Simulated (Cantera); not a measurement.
An adiabatic, constant-pressure homogeneous reactor starts with H2 : O2 : N2 = 1 : 1.19 : 4.48 (molar parts), at 1250 K and 330000 Pa. Integrator tolerance rtol = 1e-08.

Cantera simulation using GRI-Mech 3.0 (53 species, 325 reactions); the numbers are that mechanism's predictions, not measurements. The hydrogen kinetics of GRI-Mech 3.0 are dated; newer H2 mechanisms differ, most at raised pressure.

Task: What does this change do: pressure from 330000 Pa to 500000 Pa?

Result: 
```
quantity                                                              before                                      after
---------------------------------  -----------------------------------------  -----------------------------------------
time of steepest temperature rise                                    13.7 µs                                    10.6 µs
temperature at 7.00 s                                                 2262 K                                     2266 K
equilibrium temperature                                               2262 K                                     2266 K
x(H2) at 7.00 s                    0.000452 (gas-phase equilibrium 0.000452)  0.000375 (gas-phase equilibrium 0.000375)
x(O2) at 7.00 s                          0.105 (gas-phase equilibrium 0.105)        0.105 (gas-phase equilibrium 0.105)
x(OH) at 7.00 s                      0.00502 (gas-phase equilibrium 0.00502)    0.00459 (gas-phase equilibrium 0.00459)
x(NO2) at 7.00 s                     1.48e-5 (gas-phase equilibrium 1.48e-5)    1.83e-5 (gas-phase equilibrium 1.83e-5)
x(NO) at 7.00 s                      0.00985 (gas-phase equilibrium 0.00985)    0.00992 (gas-phase equilibrium 0.00992)
```

Task: What does this change do: 0.51 parts NO added?

Result: 
```json
[
 {"quantity": "time of steepest temperature rise", "before": "13.7 µs", "after": "13.2 µs"},
 {"quantity": "temperature at 7.00 s", "before": "2262 K", "after": "2344 K"},
 {"quantity": "equilibrium temperature", "before": "2262 K", "after": "2344 K"},
 {"quantity": "x(H2) at 7.00 s", "before": "0.000452 (gas-phase equilibrium 0.000452)", "after": "0.000588 (gas-phase equilibrium 0.000588)"},
 {"quantity": "x(O2) at 7.00 s", "before": "0.105 (gas-phase equilibrium 0.105)", "after": "0.133 (gas-phase equilibrium 0.133)"},
 {"quantity": "x(OH) at 7.00 s", "before": "0.00502 (gas-phase equilibrium 0.00502)", "after": "0.00688 (gas-phase equilibrium 0.00688)"},
 {"quantity": "x(NO2) at 7.00 s", "before": "1.48e-5 (gas-phase equilibrium 1.48e-5)", "after": "1.97e-5 (gas-phase equilibrium 1.97e-5)"},
 {"quantity": "x(NO) at 7.00 s", "before": "0.00985 (gas-phase equilibrium 0.00985)", "after": "0.0129 (gas-phase equilibrium 0.0129)"}
]
```
The mechanism lacks 2 NO + O2 → 2 NO2 and HONO, so NO2 and the effect of NO are under-described below about 1400 K.

Task: What does this change do: pressure from 330000 Pa to 180000 Pa?

Result: 
| quantity | before | after |
|---|---|---|
| time of steepest temperature rise | 13.7 µs | 22.4 µs |
| temperature at 7.00 s | 2262 K | 2257 K |
| equilibrium temperature | 2262 K | 2257 K |
| x(H2) at 7.00 s | 0.000452 (gas-phase equilibrium 0.000452) | 0.000591 (gas-phase equilibrium 0.000591) |
| x(O2) at 7.00 s | 0.105 (gas-phase equilibrium 0.105) | 0.105 (gas-phase equilibrium 0.105) |
| x(OH) at 7.00 s | 0.00502 (gas-phase equilibrium 0.00502) | 0.00571 (gas-phase equilibrium 0.00571) |
| x(NO2) at 7.00 s | 1.48e-5 (gas-phase equilibrium 1.48e-5) | 1.09e-5 (gas-phase equilibrium 1.09e-5) |
| x(NO) at 7.00 s | 0.00985 (gas-phase equilibrium 0.00985) | 0.00972 (gas-phase equilibrium 0.00972) |
